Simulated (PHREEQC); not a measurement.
Solution (25 °C): 0.0041 mol Cu(NO3)2, 0.023 mol HBF4 and 0.002 mol H3BO3 per kg of water. Closed to the air; pH follows from the charge balance.

Computed with PHREEQC (ion-association model, wateq4f.dat).

Each row changes one thing in this solution. This is a speciation only: nothing precipitates in the calculation.

| case | pH | ionic strength (mol/kgw) | HF (mol/kgw) | H3BO3 (mol/kgw) | BF3OH- (mol/kgw) | F- (mol/kgw) |
|---|---|---|---|---|---|---|
| as made | 1.72 | 0.0341 | 0.00693 | 0.00350 | 0.00106 | 0.000294 |
| 0.00055 mol/kgw H3PO4 added | 1.72 | 0.0342 | 0.00694 | … | 0.00106 | 0.000292 |
| H3BO3 from 0.002 to 0.003 mol/kgw | 1.72 | 0.0342 | 0.00657 | 0.00438 | 0.00113 | 0.000277 |
| Cu(NO3)2 left out | 1.72 | 0.0218 | … | 0.00353 | 0.00105 | 0.000283 |
| Cu(NO3)2 from 0.0041 to 0.00041 mol/kgw | 1.72 | 0.0230 | 0.00702 | 0.00353 | 0.00105 | … |
| Cu(NO3)2 from 0.0041 to 0.041 mol/kgw | 1.75 | 0.145 | 0.00642 | … | 0.00112 | 0.000338 |
| 0.016 mol/kgw CsOH added | 2.23 | 0.0350 | 0.00534 | 0.00305 | 0.00138 | … |

Question: What belongs in the gaps?

Answer: 
- 0.00055 mol/kgw H3PO4 added, H3BO3 (mol/kgw): 0.00351
- Cu(NO3)2 left out, HF (mol/kgw): 0.00703
- Cu(NO3)2 from 0.0041 to 0.00041 mol/kgw, F- (mol/kgw): 0.000284
- Cu(NO3)2 from 0.0041 to 0.041 mol/kgw, H3BO3 (mol/kgw): 0.00338
- 0.016 mol/kgw CsOH added, F- (mol/kgw): 0.000736

Complexes and solids missing from the database can't appear. H3PO4, which wateq4f.dat lacks, is added to it with the constant of phreeqc.dat. Real BF4- forms and hydrolyses slowly; the run takes it at equilibrium. The database has no phosphate complexes of Cu.
